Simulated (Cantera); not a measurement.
Charge: 1 mol HI, 1.8 mol H₂, at 2677 °C.

These are equilibrium values from Cantera (NASA tables, ideal gas, pure condensed phases), not measurements of a reactor. Candidate condensed phases: I₂; 5 gas species. The ideal-gas law is rough above about 30 bar. Kinetics and transport are ignored.

x: gas mole fraction; nothing condenses.

```tsv
P (Pa)	x H	x H₂	x I	x HI	x I₂
10	0.817	0.00366	0.179	1.22e-5	(withheld)
120	0.775	0.0395	0.186	0.000144	(withheld)
1400	0.549	0.231	0.219	0.00140	(withheld)
17000	0.231	0.499	0.261	0.00856	(withheld)
210000	0.0739	0.629	0.263	0.0340	(withheld)
2500000	0.0220	0.664	0.214	0.0982	(withheld)
30000000	0.00636	0.666	0.124	0.197	(withheld)
```

**Question.** Some entries are withheld; supply them.

**Answer.** 
- 10, x I₂: 4.41e-9
- 120, x I₂: 5.67e-8
- 1400, x I₂: 9.19e-7
- 17000, x I₂: 1.58e-5
- 210000, x I₂: 0.000199
- 2500000, x I₂: 0.00157
- 30000000, x I₂: 0.00631
